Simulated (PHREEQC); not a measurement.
# Hard or scaling water: an equilibrium model

Make-up at 75 °C: 0.0008 mol/kgw Ca(HCO3)2, 0.0017 mol/kgw CO2 and 0.32 mol/kgw NaCl. Closed to the air; pH follows from the charge balance.

All values are PHREEQC results (ion-association model, phreeqc.dat), not measurements.

No solid was allowed to form.

**Question.** What pH, density does the model give?

**Answer.** pH 6.08; density 0.987 g/cm³.

**Question.** In which forms is C present?

**Answer.** CO2 52 %, HCO3- 45 %, NaHCO3 2.9 % of the C.

Complexes and solids missing from the database can't appear. At this temperature some constants are extrapolated from 25 °C, and those without enthalpy data are left unchanged.
